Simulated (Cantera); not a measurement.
An isothermal, constant-pressure homogeneous reactor starts with C₂H₆ : N₂ = 1 : 1.2 (molar parts), at 2000 K and 188 Torr. Integrator tolerance rtol = 1e-08.

Computed with Cantera and GRI-Mech 3.0 (53 species, 325 reactions). GRI-Mech 3.0 stops at C3 and has no aromatics, soot or wall deposition, so with more carbon than oxygen in the feed, carbon stays in small species such as C2H2 where larger ones or solid carbon would form.

What does this change do: C2H6 1 to 5.2 parts?


| quantity | before | after |
|---|---|---|
| x(C₂H₆) at 300 s | 1.08e-8 (gas-phase equilibrium 8.13e-9) | 2.45e-8 (gas-phase equilibrium 2.20e-8) |
| x(H₂) at 300 s | 0.474 (gas-phase equilibrium 0.474) | 0.616 (gas-phase equilibrium 0.616) |
| x(C₂H₄) at 300 s | 0.000182 (gas-phase equilibrium 0.000136) | 0.000315 (gas-phase equilibrium 0.000283) |
| x(H) at 300 s | 0.00226 (gas-phase equilibrium 0.00226) | 0.00257 (gas-phase equilibrium 0.00257) |
| x(C₂H₂) at 300 s | 0.229 (gas-phase equilibrium 0.171) | 0.306 (gas-phase equilibrium 0.274) |

What does this change do: C2H6 1 to 2.1 parts?


```json
[
 {"quantity": "x(C₂H₆) at 300 s", "before": "1.08e-8 (gas-phase equilibrium 8.13e-9)", "after": "1.79e-8 (gas-phase equilibrium 1.48e-8)"},
 {"quantity": "x(H₂) at 300 s", "before": "0.474 (gas-phase equilibrium 0.474)", "after": "0.557 (gas-phase equilibrium 0.557)"},
 {"quantity": "x(C₂H₄) at 300 s", "before": "0.000182 (gas-phase equilibrium 0.000136)", "after": "0.000255 (gas-phase equilibrium 0.000211)"},
 {"quantity": "x(H) at 300 s", "before": "0.00226 (gas-phase equilibrium 0.00226)", "after": "0.00245 (gas-phase equilibrium 0.00245)"},
 {"quantity": "x(C₂H₂) at 300 s", "before": "0.229 (gas-phase equilibrium 0.171)", "after": "0.273 (gas-phase equilibrium 0.226)"}
]
```
